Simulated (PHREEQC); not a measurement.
0.5 mol of Gypsum (CaSO4:2H2O) is brought to equilibrium with 1 kg of water holding 120 mmol/kgw MgCl2, at 25 °C under several pressures of CO2. O2 is buffered at 0.21 atm. Solids allowed: Gypsum, Calcite, Brucite, Portlandite, Magnesite, Epsomite. Others were left out.

The numbers come from PHREEQC with the ion-association model, wateq4f.dat.

| log pCO2 (atm) | pH | dissolved Ca (mol/kgw) | dissolved S (mol/kgw) | CO2 (mol/kgw) |
|---|---|---|---|---|
| -5 | 6.28 | 0.0377 | 0.0377 | 3.10e-7 |
| -4.5 | … | 0.0377 | 0.0377 | 9.79e-7 |
| -4 | 5.86 | 0.0377 | 0.0377 | 3.10e-6 |
| -3.5 | … | 0.0377 | 0.0377 | 9.79e-6 |
| -3 | … | 0.0377 | 0.0377 | 3.10e-5 |
| -2.5 | … | 0.0377 | 0.0377 | 9.79e-5 |
| -2 | … | 0.0377 | 0.0377 | 0.000310 |
| -1.5 | … | 0.0377 | 0.0377 | 0.000979 |
| -1 | … | 0.0377 | 0.0377 | 0.00310 |
| -0.5 | … | 0.0377 | 0.0377 | 0.00979 |
| 0 | 3.87 | 0.0378 | 0.0378 | 0.0309 |

Problem. Complete the blanks.

Solution. 
- -4.5, pH: 6.09
- -3.5, pH: 5.62
- -3, pH: 5.37
- -2.5, pH: 5.12
- -2, pH: 4.87
- -1.5, pH: 4.62
- -1, pH: 4.37
- -0.5, pH: 4.12
